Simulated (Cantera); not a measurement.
Input: 1 mol MgCO3, 0.21 mol C, 3.1 mol O2, equilibrated at 1850 K and 16.0 mbar.

These are equilibrium values from Cantera (NASA tables, ideal gas, pure condensed phases), not measurements of a reactor. Candidate condensed phases: C, Mg, MgCO3, MgO; 15 gas species. The numbers say what is thermodynamically allowed, not how fast it happens.

Base state: O2 0.704, CO2 0.294, O 0.00128, CO 0.000943 (mole fractions); condensed: MgO(s).

What changes in the equilibrium state with this change: O2 from 3.1 to 0.046 mol?


| species | before | after |
|---|---|---|
| CO2 | 0.294 | 0.729 |
| CO | 0.000943 | 0.271 |
| O2 | 0.704 | 5.23e-5 |
| O | 0.00128 | 1.10e-5 |
| MgO(s), mol | 1.000 | 1.000 |

What changes in the equilibrium state with this change: C from 0.21 to 0.65 mol?


```
species        before    after
-----------  --------  -------
O2              0.704    0.597
CO2             0.294    0.401
CO           0.000943  0.00140
O             0.00128  0.00118
MgO(s), mol     1.000    1.000
```
